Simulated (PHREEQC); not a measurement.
Consider water at 40 °C with 0.015 mol CaCl2, 0.0025 mol Na2HPO4 and 0.00074 mol KCl per kg of water. Closed to the air; pH follows from the charge balance.

All values are PHREEQC results (ion-association model, wateq4f.dat), not measurements.

This is a speciation only: nothing precipitates in the calculation.

### Question
Order these Ca species by the share of Ca that they hold, largest first: CaHPO4, Ca+2, CaPO4-, CaH2PO4+.

### Answer
Ca+2 (89 %), CaHPO4 (9.5 %), CaPO4- (1.3 %), CaH2PO4+ (0.23 %)

### Question
Order these P species by the share of P that they hold, largest first: HPO4-2, CaHPO4, H2PO4-, CaPO4-, CaH2PO4+.

### Answer
CaHPO4 (57 %), HPO4-2 (27 %), CaPO4- (7.7 %), H2PO4- (6.4 %), CaH2PO4+ (1.4 %)

The pH is 7.55 and the ionic strength 0.0465 mol/kgw. Examples of supersaturated solids here: Hydroxyapatite. Others may be too. Complexes and solids missing from the database can't appear. H3PO4, which wateq4f.dat lacks, is added to it with the constant of phreeqc.dat. At this temperature some constants are extrapolated from 25 °C, and those without enthalpy data are left unchanged.
